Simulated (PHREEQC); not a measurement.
Dissolve 55 mmol/kgw HF, 5.2 mmol/kgw H2SiF6 and 38 mmol/kgw HCl at 75 °C. Closed to the air; pH follows from the charge balance.

Computed with PHREEQC (ion-association model, phreeqc.dat).

- pH = 1.39
- ionic strength = 0.0541 mol/kgw
- density = 0.976 g/cm³
- total alkalinity = -124 meq/kg

```tsv
species	molality	activity	log γ
HF	0.0545	0.0552	0.005
H+	0.0489	0.0410	-0.077
Cl-	0.0380	0.0301	-0.101
SiF6-2	0.00518	0.00217	-0.377
F-	0.000427	0.000337	-0.103
HF2-	0.000101	8.07e-5	-0.097
H4SiO4	1.75e-5	1.78e-5	0.005
```

This is a speciation only: nothing precipitates in the calculation. Species that the database lacks are ignored. Away from 25 °C the constants follow the database's enthalpies or fits; those with neither stay at their 25 °C values. SiF6-2 is the database's only silicon fluoride.
